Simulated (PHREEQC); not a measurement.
Dissolve 0.44 mmol/kgw CdSO4, 0.1 mmol/kgw CO2 and 3.4 mmol/kgw NaCl at 25 °C. Closed to the air; pH follows from the charge balance.

All values are PHREEQC results (ion-association model, wateq4f.dat), not measurements.

This is a speciation only: nothing precipitates in the calculation.

### Question
What pH does the model give?

### Answer
pH 5.20.

### Question
In which forms is S present?

### Answer
SO4-2 94 %, CdSO4 5.0 %, NaSO4- 1.2 % of the S.

Complexes and solids missing from the database can't appear.
